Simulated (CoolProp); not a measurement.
Properties of trans-2-butene along the isobar 11 MPa (Tc = 428.6 K, pc = 4.019 MPa, ω = 0.210).

Values from CoolProp's reference Helmholtz-energy equation of state, Lemmon 2005. It is a short technical equation, of lower accuracy than the large ones.

| T (K) | phase | density (kg/m³) | Joule-Thomson coefficient (K/MPa) | isothermal compressibility (1/MPa) | expansivity (1/kK) | fugacity coefficient |
|---|---|---|---|---|---|---|
| 245.4 | liquid | 667.6 | -0.4583 | 0.001279 | 1.464 | 0.004124 |
| 273.4 | liquid | 639.9 | -0.4091 | 0.001666 | 1.571 | 0.01320 |
| 301.4 | liquid | 611.2 | -0.3457 | 0.002220 | 1.720 | ? |
| 329.3 | liquid | 581.0 | -0.2627 | 0.003047 | 1.926 | 0.06601 |
| 357.3 | liquid | 548.4 | -0.1490 | 0.004362 | 2.220 | ? |
| 385.2 | liquid | 512.5 | 0.01571 | 0.006598 | ? | 0.1832 |
| 413.2 | liquid | 471.7 | 0.2757 | 0.01080 | 3.327 | 0.2645 |
| 441.1 | supercritical | 423.9 | ? | 0.01953 | 4.423 | 0.3547 |
| 469.1 | supercritical | 366.2 | 1.500 | 0.03892 | 6.132 | 0.4476 |
| 497 | supercritical | 301.1 | 2.592 | 0.07258 | 7.691 | 0.5349 |
| 525 | supercritical | 243.0 | 3.313 | 0.09868 | 7.274 | 0.6112 |

What belongs in the gaps?


- 301.4, fugacity coefficient: 0.03251
- 357.3, fugacity coefficient: 0.1164
- 385.2, expansivity (1/kK): 2.652
- 441.1, Joule-Thomson coefficient (K/MPa): 0.7181
